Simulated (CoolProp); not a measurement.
Model: reference Helmholtz-energy equation of state, Jacobsen 1992, in CoolProp.

For R11, give the phase and the Joule-Thomson coefficient (K/MPa), viscosity (µPa s), conductivity (mW/(m K)) at 474.1 K and 0.101 MPa; 489.6 K and 0.101 MPa.


- 474.1 K and 0.101 MPa: gas; Joule-Thomson coefficient 10.6, viscosity 16.4, conductivity 15.8
- 489.6 K and 0.101 MPa: gas; Joule-Thomson coefficient 9.89, viscosity 16.9, conductivity 16.4

Viscosity comes from a separate model (Klein 1997), an estimate that may be off by 10 % or more. Thermal conductivity comes from a separate model (McLinden 2000), an estimate that may be off by 10 % or more.
